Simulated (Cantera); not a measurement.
# Cu + F2 + N2 (aluminium and copper etching)

Charge: 1 mol Cu, 1.6 mol F2, 0.48 mol N2, held at 3000 Pa.

These are equilibrium values from Cantera (NASA tables, ideal gas, pure condensed phases), not measurements of a reactor. Candidate condensed phases: Cu, CuF2; 11 gas species. The numbers say what is thermodynamically allowed, not how fast it happens.

```json
[
 {"T (°C)": "202", "x NF3": "0.588", "x F": "1.44e-7", "x F2": "0.000157", "x N2": "0.412", "x CuF2": "<1e-12", "n CuF2(s)": "1.00"},
 {"T (°C)": "252", "x NF3": "0.587", "x F": "2.90e-6", "x F2": "0.00131", "x N2": "0.412", "x CuF2": "<1e-12", "n CuF2(s)": "1.00"},
 {"T (°C)": "302", "x NF3": "0.580", "x F": "3.48e-5", "x F2": "0.00752", "x N2": "0.412", "x CuF2": "<1e-12", "n CuF2(s)": "1.00"},
 {"T (°C)": "352", "x NF3": "0.554", "x F": "0.000277", "x F2": "0.0317", "x N2": "0.414", "x CuF2": "2.90e-12", "n CuF2(s)": "1.00"},
 {"T (°C)": "402", "x NF3": "0.481", "x F": "0.00157", "x F2": "0.100", "x N2": "0.417", "x CuF2": "1.25e-10", "n CuF2(s)": "1.00"},
 {"T (°C)": "452", "x NF3": "0.338", "x F": "0.00648", "x F2": "0.231", "x N2": "0.424", "x CuF2": "3.13e-9", "n CuF2(s)": "1.00"},
 {"T (°C)": "502", "x NF3": "0.174", "x F": "0.0198", "x F2": "0.376", "x N2": "0.430", "x CuF2": "5.11e-8", "n CuF2(s)": "1.00"},
 {"T (°C)": "552", "x NF3": "0.0676", "x F": "0.0470", "x F2": "0.455", "x N2": "0.430", "x CuF2": "5.85e-7", "n CuF2(s)": "1.000"},
 {"T (°C)": "602", "x NF3": "0.0231", "x F": "0.0936", "x F2": "0.461", "x N2": "0.422", "x CuF2": "5.01e-6", "n CuF2(s)": "1.000"},
 {"T (°C)": "652", "x NF3": "0.00751", "x F": "0.165", "x F2": "0.420", "x N2": "0.407", "x CuF2": "3.36e-5", "n CuF2(s)": "1.000"},
 {"T (°C)": "702", "x NF3": "0.00235", "x F": "0.260", "x F2": "0.351", "x N2": "0.386", "x CuF2": "0.000183", "n CuF2(s)": "1.000"},
 {"T (°C)": "752", "x NF3": "0.000689", "x F": "0.372", "x F2": "0.265", "x N2": "0.361", "x CuF2": "0.000839", "n CuF2(s)": "0.999"},
 {"T (°C)": "802", "x NF3": "0.000184", "x F": "0.480", "x F2": "0.180", "x N2": "0.336", "x CuF2": "0.00330", "n CuF2(s)": "0.995"}
]
```
x: gas mole fraction; n: condensed amount in mol.

From 202 °C to 802 °C the condensed part is CuF2(s).
